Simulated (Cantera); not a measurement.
A closed system holds: 1 mol TiCl₄, 1.6 mol H₂O, equilibrated at 0.170 bar.

Equilibrium computed with Cantera from the NASA thermochemical tables; the gas is ideal and each condensed phase is pure. Candidate condensed phases: H₂O, Ti, TiCl₂, TiCl₃, TiCl₄, TiO, TiO₂, Ti₂O₃, Ti₃O₅, Ti₄O₇; 23 gas species. The tables' values for TiCl₂ are old estimates; treat these amounts as uncertain. Rates play no part.

x: gas mole fraction; n: condensed amount in mol.

```
T (°C)  x HCl  x TiCl₄      x Cl   x TiCl₃        x H₂  n TiO₂(rutile)
------  -----  -------  --------  --------  ----------  --------------
1127    0.939   0.0590  0.000621  0.000351  (withheld)           0.798
1177    0.938   0.0587   0.00101  0.000601  (withheld)           0.798
1227    0.937   0.0584   0.00158  0.000990  (withheld)           0.798
1277    0.936   0.0578   0.00240   0.00157  (withheld)           0.798
1327    0.935   0.0569   0.00356   0.00242  (withheld)           0.798
1377    0.933   0.0557   0.00515   0.00361  (withheld)           0.797
1427    0.930   0.0540   0.00727   0.00520  (withheld)           0.797
1477    0.927   0.0518    0.0100   0.00729  (withheld)           0.797
1527    0.923   0.0489    0.0135   0.00990  (withheld)           0.796
1577    0.918   0.0455    0.0178    0.0131  (withheld)           0.796
1627    0.912   0.0415    0.0229    0.0167  (withheld)           0.795
1677    0.905   0.0369    0.0288    0.0207  (withheld)           0.793
1727    0.896   0.0321    0.0356    0.0248  (withheld)           0.792
```

Task: Some entries are withheld; supply them.

Result: 
- 1127, x H₂: 0.000216
- 1177, x H₂: 0.000304
- 1227, x H₂: 0.000418
- 1277, x H₂: 0.000564
- 1327, x H₂: 0.000748
- 1377, x H₂: 0.000979
- 1427, x H₂: 0.00127
- 1477, x H₂: 0.00162
- 1527, x H₂: 0.00207
- 1577, x H₂: 0.00264
- 1627, x H₂: 0.00336
- 1677, x H₂: 0.00428
- 1727, x H₂: 0.00547
